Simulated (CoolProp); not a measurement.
A Linde-Hampson liquefier for CF4 (R14): isothermal reversible compression at 280 K from 1 atm to 15 MPa, throttling to 1 atm, return gas leaving the recuperator 0 K below the feed. Each further row changes one setting.

Values from CoolProp's reference Helmholtz-energy equation of state, Platzer 1990. This equation is an older, rougher fit; its heat capacities, sound speeds and derivatives of the liquid may be far off and weren't checked against measurements.

```
case                        liquid yield per pass  compression work (kJ/kg of gas)
--------------------------  ---------------------  -------------------------------
as stated                                   0.309                              116
high pressure 30 MPa                        0.344                              131
warm-end temperature 310 K                  0.220                              135
warm-end gap 5 K                            0.297                              116
```
